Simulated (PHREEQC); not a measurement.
Make-up at 25 °C: 0.0014 mol HNO3, 4.5e-06 mol AlCl3 and 0.012 mol MnSO4 per kg of water. Closed to the air; pH follows from the charge balance.

Model: ion-association model, wateq4f.dat, run in PHREEQC.

Precipitation was switched off in this run.

Task: Order these Al species by the share of Al that they hold, largest first: Al+3, AlSO4+, Al(SO4)2-, AlOH+2.

Result: AlSO4+ (73 %), Al+3 (17 %), Al(SO4)2- (9.7 %), AlOH+2 (0.10 %)

The pH is 3.07 and the ionic strength 0.0352 mol/kgw.
